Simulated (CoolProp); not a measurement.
Vapour-liquid equilibrium of toluene (1) + o-xylene (2) at 0.105 MPa; x and y are mole fractions of (1).

Computed with CoolProp (multi-fluid Helmholtz-energy mixture model, Lemmon 2006 and Zhou 2012; pair parameters Bell 2016).

Give the bubble temperature and the first vapour's composition at x = 0.125, 0.35, 0.8. Is there an azeotrope?

x = 0.125: 413.0 K, y = 0.247; x = 0.35: 403.6 K, y = 0.566; x = 0.8: 389.7 K, y = 0.909. No azeotrope shows between x = 0.05 and 0.95.

The pair parameters rest on a limited set of measurements; away from them the model extrapolates.
